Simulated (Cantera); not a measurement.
A perfectly stirred reactor is fed with CH₄ : CO₂ : H₂ = 1 : 0.97 : 0.13 (molar parts), at 0.132 atm; it is held at 1698 K, and followed from long to short residence time.

Cantera simulation using GRI-Mech 3.0 (53 species, 325 reactions); the numbers are that mechanism's predictions, not measurements.

One state of this run: x CH₄ = 0.261; x CO₂ = 0.340; x H₂ = 0.214; x O = 2.60e-10; x CH₂ = 6.27e-7. x: mole fraction; the columns are a selection and need not sum to one.

Which value of τ (s) does it belong to?
A. 0.19
B. 0.69
C. 0.026
D. 0.014

C, 0.026
